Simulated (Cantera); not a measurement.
Input (Python, Cantera):

```python
import numpy as np
import cantera as ct

gas = ct.Solution("gri30.yaml")
gas.TPX = 1125, 20000, {'N2O': 1, 'O2': 0.079}
reactor = ct.IdealGasConstPressureReactor(gas, energy="off", clone=False)
net = ct.ReactorNet([reactor])
net.rtol, net.atol = 1e-08, 1e-18
show = ['N2O', 'O2', 'N2', 'NO', 'NO2']
times = np.geomspace(4e-06, 100, 12)

steps = ct.SolutionArray(gas, extra=["t"])
rows = []
print(f"{'t/s':>10s}{'T/K':>9s}{'P/Pa':>11s}" + "".join(f"{s:>11s}" for s in show))
for t in times:
    while net.time < t:
        t_next = net.step()
        steps.append(gas.state, t=t_next)
    rows.append([np.interp(t, steps.t, y) for y in (steps.T, steps.P, *steps(*show).X.T)])
    print(f"{t:10.3e}{rows[-1][0]:9.1f}{rows[-1][1]:11.4g}" + "".join(f"{x:11.3e}" for x in rows[-1][2:]))
rate = np.gradient(steps.T, steps.t)
print("integrator steps:", len(steps.t))
if steps.T.max() > steps.T[0] + 200:
    print(f"time of steepest temperature rise: {steps.t[rate.argmax()]:.4e} s")
gas.TPX = 1125, 20000, {'N2O': 1, 'O2': 0.079}
gas.equilibrate("TP")
print(f"equilibrium (TP): T = {gas.T:.1f} K  " + "  ".join(f"{s} {gas[s].X[0]:.3e}" for s in show))
```

Result:

```
       t/s      T/K       P/Pa        N2O         O2         N2         NO        NO2
 4.000e-06   1125.0      2e+04  9.268e-01  7.322e-02  5.161e-08  3.513e-10  4.907e-19
 1.882e-05   1125.0      2e+04  9.268e-01  7.322e-02  2.747e-07  6.952e-09  1.688e-16
 8.854e-05   1125.0      2e+04  9.268e-01  7.322e-02  1.686e-06  9.807e-08  3.235e-14
 4.166e-04   1125.0      2e+04  9.268e-01  7.322e-02  9.435e-06  7.106e-07  1.690e-12
 1.960e-03   1125.0      2e+04  9.267e-01  7.324e-02  4.616e-05  3.637e-06  4.432e-11
 9.221e-03   1125.0      2e+04  9.265e-01  7.331e-02  2.189e-04  1.740e-05  1.002e-09
 4.338e-02   1125.0      2e+04  9.252e-01  7.367e-02  1.031e-03  8.208e-05  2.119e-08
 2.041e-01   1125.0      2e+04  9.194e-01  7.535e-02  4.831e-03  3.845e-04  3.687e-07
 9.602e-01   1125.0      2e+04  8.929e-01  8.306e-02  2.228e-02  1.771e-03  3.678e-06
 4.518e+00   1125.0      2e+04  7.809e-01  1.156e-01  9.586e-02  7.587e-03  1.925e-05
 2.125e+01   1125.0      2e+04  4.444e-01  2.136e-01  3.173e-01  2.468e-02  6.637e-05
 1.000e+02   1125.0      2e+04  6.410e-02  3.257e-01  5.689e-01  4.116e-02  1.207e-04
integrator steps: 761
equilibrium (TP): T = 1125.0 K  N2O 3.736e-09  O2 3.666e-01  N2 6.332e-01  NO 1.264e-04  NO2 1.850e-06
```

Detailed kinetics in Cantera: GRI-Mech 3.0 (53 species, 325 reactions). GRI-Mech 3.0 was tuned for natural gas; its chemistry of N2O as a main component is partial and can be far from experiment. The mechanism lacks the step 2 NO + O2 → 2 NO2, which can matter for NO2 below about 1400 K. The temperature is held fixed by assumption; the heat of reaction is taken as removed at once.
